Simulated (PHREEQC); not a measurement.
## Buffer

Solution (10 °C): 2.6 mmol/kgw KH2PO4 and 2.9 mmol/kgw Na2HPO4. Closed to the air; pH follows from the charge balance.

All values are PHREEQC results (ion-association model, phreeqc.dat), not measurements.

This is a speciation only: nothing precipitates in the calculation.

### Question
Estimate the pH, ionic strength.

### Answer
pH 7.15; ionic strength 0.0112 mol/kgw.

### Question
In which forms is P present?

### Answer
HPO4-2 52 %, H2PO4- 47 % of the P.

Away from 25 °C the constants follow the database's enthalpies or fits; those with neither stay at their 25 °C values.
